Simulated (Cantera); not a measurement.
## Gas-phase reforming

A perfectly stirred reactor is fed with 70.4 % CH₄, 29.6 % H₂O, at 1.70 bar; it is held at 1798 K, and followed from long to short residence time.

Detailed kinetics in Cantera: GRI-Mech 3.0 (53 species, 325 reactions). GRI-Mech 3.0 stops at C3 and has no aromatics, soot or wall deposition, so with more carbon than oxygen in the feed, carbon stays in small species such as C2H2 where larger ones or solid carbon would form.

| τ (s) | x CH₄ | x H₂O | x C₂H₄ | x H₂O₂ | x CH₂ |
|---|---|---|---|---|---|
| 11 | 0.0201 | 0.00307 | 0.00274 | <1e-12 | 4.78e-8 |
| 3.5 | 0.0221 | 0.00900 | 0.00281 | <1e-12 | 5.64e-8 |
| 1.1 | 0.0273 | 0.0240 | 0.00298 | <1e-12 | 7.90e-8 |
| 0.35 | 0.0383 | 0.0534 | 0.00328 | <1e-12 | 1.27e-7 |
| 0.11 | 0.0588 | 0.0969 | 0.00367 | <1e-12 | 2.11e-7 |
| 0.035 | 0.0949 | 0.143 | 0.00406 | 1.39e-12 | 3.25e-7 |
| 0.011 | 0.158 | 0.182 | 0.00475 | 2.22e-12 | 4.64e-7 |
| 0.0036 | 0.252 | 0.212 | 0.00673 | 2.98e-12 | 6.30e-7 |
| 0.0011 | 0.385 | 0.241 | 0.0117 | 3.98e-12 | 8.67e-7 |
| 0.00036 | 0.518 | 0.267 | 0.0169 | 5.09e-12 | 1.13e-6 |
| 0.00011 | 0.630 | 0.287 | 0.0129 | 5.33e-12 | 1.20e-6 |
x: mole fraction; the columns are a selection and need not sum to one.
